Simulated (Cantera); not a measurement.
Charge: 1 mol Al2O3, 0.12 mol Cl2, at 1402 °C and 0.0100 bar.

Method: chemical equilibrium by Gibbs-energy minimisation in Cantera with the NASA 1993 tables (ideal gas, pure condensed phases). Candidate condensed phases: Al, AlCl3, Al2O3; 17 gas species. Equilibrium is a limit: real reactors are often held back by kinetics, nucleation or transport.

Base state: Cl 0.760, Cl2 0.204, AlCl3 0.0207, O2 0.0154, ClO 0.000189, O 4.24e-5 (mole fractions); condensed: Al2O3(s).

What changes in the equilibrium state with this change: temperature from 1402 °C to 902 °C?


```
species          before     after
-------------  --------  --------
Cl2               0.204     0.963
Cl                0.760    0.0355
AlCl3            0.0207   0.00110
O2               0.0154  0.000824
O               4.24e-5   4.19e-9
ClO            0.000189   4.21e-6
Al2O3(s), mol     0.998     1.000
```

What changes in the equilibrium state with this change: temperature from 1402 °C to 1227 °C?


| species | before | after |
|---|---|---|
| Cl2 | 0.204 | 0.543 |
| Cl | 0.760 | 0.431 |
| AlCl3 | 0.0207 | 0.0150 |
| O2 | 0.0154 | 0.0112 |
| O | 4.24e-5 | 4.29e-6 |
| ClO | 0.000189 | 0.000112 |
| Al2O3(s), mol | 0.998 | 0.999 |

What changes in the equilibrium state with this change: temperature from 1402 °C to 600 °C?


```csv
species,before,after
Cl2,0.204,1.000
Cl,0.760,0.000444
AlCl3,0.0207,7.49e-6
O2,0.0154,5.61e-6
O,4.24e-5,<1e-9
ClO,0.000189,9.68e-9
"Al2O3(s), mol",0.998,1.00
```
Condensed phases not in the tables: AlOCl.
